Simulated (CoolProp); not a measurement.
Saturated liquid density (kg/m³) of acetone: the reference equation beside estimates from Tc = 235.0 °C, pc = 4.692 MPa, ω = 0.307. Rackett uses Z = 0.29056 − 0.08775 ω.

The numbers come from the reference Helmholtz-energy equation of state, Lemmon 2006 in CoolProp. It is a short technical equation, of lower accuracy than the large ones.

```csv
T (°C),reference,Rackett,van der Waals,Soave-Redlich-Kwong,Peng-Robinson
-31.35,845.7,741.5,428.5,652.7,733.5
-22.05,835.8,733.2,424.3,646.9,727.3
-12.65,825.7,724.8,419.9,640.7,720.8
-3.25,815.6,716.2,415.4,634.3,714.0
6.05,805.5,707.5,410.9,627.6,706.9
15.45,795.2,698.6,406.1,620.6,699.5
24.75,784.9,689.7,401.3,613.4,691.7
34.15,774.3,680.5,396.3,605.8,683.6
43.55,763.6,671.0,391.2,597.8,675.0
52.85,752.8,661.6,386.0,589.5,666.1
62.25,741.6,651.7,380.6,580.8,656.6
71.55,730.3,641.8,375.0,571.7,646.8
80.95,718.6,631.5,369.2,562.1,636.3
90.35,706.6,620.9,363.2,552.0,625.2
```

Absolute difference from the reference over all 14 rows, mean and median: Rackett 12.2 and 12.1 %, van der Waals 48.9 and 48.8 %, Soave-Redlich-Kwong 22.0 and 21.9 %, Peng-Robinson 12.0 and 11.8 %.
